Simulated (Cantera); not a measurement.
Input: 1 mol Al2O3, 0.26 mol HCl, 0.015 mol O2, held at 1150 °C and 10.5 Torr.

These are equilibrium values from Cantera (NASA tables, ideal gas, pure condensed phases), not measurements of a reactor. Candidate condensed phases: Al, AlCl3, Al2O3, H2O; 29 gas species. Rates play no part.

Base state: HCl 0.870, Cl 0.0386, H2O 0.0375, O2 0.0357, Cl2 0.0182, OH 4.41e-5, ClO 2.35e-5, AlCl3 1.24e-5 (mole fractions); condensed: Al2O3(s).

Problem. What changes in the equilibrium state with this change: 0.5 mol N2 added?

Solution. 
```csv
species,before,after
N2,0,0.643
HCl,0.870,0.309
Cl,0.0386,0.0180
H2O,0.0375,0.0130
Cl2,0.0182,0.00396
O2,0.0357,0.0127
AlCl3,1.24e-5,2.73e-6
NO,0,0.000183
ClO,2.35e-5,6.55e-6
OH,4.41e-5,2.00e-5
"Al2O3(s), mol",1.000,1.000
```
Further candidate phases: AlN, NH4Cl.
